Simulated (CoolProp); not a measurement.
R245fa along the isotherm 440 K: Z from the reference equation and from simpler models built on Tc = 427.0 K, pc = 3651 kPa, ω = 0.378; each cubic takes its own stable root.

Values from CoolProp's reference Helmholtz-energy equation of state, Akasaka 2015.

```tsv
p (kPa)	phase	reference
2280	gas	0.7797
4560	supercritical	0.3113
6850	supercritical	0.3021
9130	supercritical	0.3712
11400	supercritical	0.4421
13700	supercritical	0.5134
16000	supercritical	0.5839
18300	supercritical	0.6534
20500	supercritical	0.7191
22800	supercritical	0.7869
25100	supercritical	0.8539
27400	supercritical	0.9202
29700	supercritical	0.9858
31900	supercritical	1.048
34200	supercritical	1.112
36500	supercritical	1.176
```

### Question
How far does each simpler model (van der Waals, Redlich-Kwong, Peng-Robinson) lie from the reference over these 16 states: mean and median of the absolute difference, and the worst?

### Answer
- van der Waals: mean 33.1 %, median 36.7 %, worst +38.0 % at 440 K and 9130 kPa
- Redlich-Kwong: mean 7.8 %, median 6.8 %, worst +16.6 % at 440 K and 6850 kPa
- Peng-Robinson: mean 4.1 %, median 3.7 %, worst +12.0 % at 440 K and 4560 kPa
